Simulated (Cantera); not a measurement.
Charge: 1 mol SiCl₄, 5.9 mol H₂, held at 2000 K and 75.0 Torr.

Equilibrium computed with Cantera from the NASA thermochemical tables; the gas is ideal and each condensed phase is pure. Candidate condensed phases: Si; 19 gas species. The tables' values for SiCl₃, SiCl are old estimates; treat these amounts as uncertain. Gases not in the tables: Si₂H₆ and higher silanes. The numbers say what is thermodynamically allowed, not how fast it happens.

Base state: H₂ 0.619, HCl 0.250, SiCl₂ 0.122, H 0.00404, SiCl₃ 0.00282, Cl 0.00122, SiCl 0.000659, Si 0.000221 (mole fractions); condensed: gas only.

**Question.** What changes in the equilibrium state with this change: temperature from 2000 K to 2400 K?

**Answer.** 
```tsv
species	before	after
H₂	0.619	0.566
HCl	0.250	0.262
SiCl₂	0.122	0.101
H	0.00404	0.0378
Si	0.000221	0.0113
Cl	0.00122	0.0125
Si₂	1.16e-6	0.000133
Si₃	1.26e-7	1.24e-5
SiH	3.73e-5	0.000829
```
The tables' values for SiCl, SiCl₃ are old estimates; treat these amounts as uncertain.

**Question.** What changes in the equilibrium state with this change: 0.56 mol O₂ added?

**Answer.** 
```json
[
 {"species": "HCl", "before": "0.250", "after": "0.449"},
 {"species": "H₂", "before": "0.619", "after": "0.440"},
 {"species": "SiO", "before": "0", "after": "0.101"},
 {"species": "SiCl₂", "before": "0.122", "after": "0.00107"},
 {"species": "H₂O", "before": "0", "after": "0.00315"},
 {"species": "SiH₂", "before": "3.33e-5", "after": "4.54e-8"},
 {"species": "SiO₂(l), mol", "before": "0", "after": "0.102"}
]
```
The tables' values for SiCl₃ are old estimates; treat these amounts as uncertain. The tables hold silica as quartz up to 1696 K and as liquid above; real silica turns to tridymite and cristobalite and melts near 1996 K. Further candidate phases: H₂O, SiO₂.

**Question.** What changes in the equilibrium state with this change: pressure from 75.0 Torr to 750 Torr?

**Answer.** 
```tsv
species	before	after
H₂	0.619	0.627
HCl	0.250	0.244
SiCl₂	0.122	0.117
SiCl₃	0.00282	0.00829
Si	0.000221	2.24e-5
SiH₂Cl₂	1.35e-5	0.000131
SiHCl₃	7.24e-5	0.000676
SiCl₄	7.49e-5	0.000675
Cl	0.00122	0.000373
```
